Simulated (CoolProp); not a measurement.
Properties of isobutene along the isobar 10.3 bar.

Values from CoolProp's reference Helmholtz-energy equation of state, Lemmon 2005. It is a short technical equation, of lower accuracy than the large ones.

```tsv
T (K)	phase	cp (kJ/(kg K))	Joule-Thomson coefficient (K/MPa)
368.6	gas	2.112	15.55
385.1	gas	2.115	13.00
401.6	gas	2.138	11.09
418.1	gas	2.170	9.604
434.6	gas	2.209	8.418
451.1	gas	2.251	7.452
467.6	gas	2.296	6.653
484	gas	2.341	5.986
500.5	gas	2.387	5.416
517	gas	2.433	4.928
533.5	gas	2.480	4.505
550	gas	2.525	4.137
```
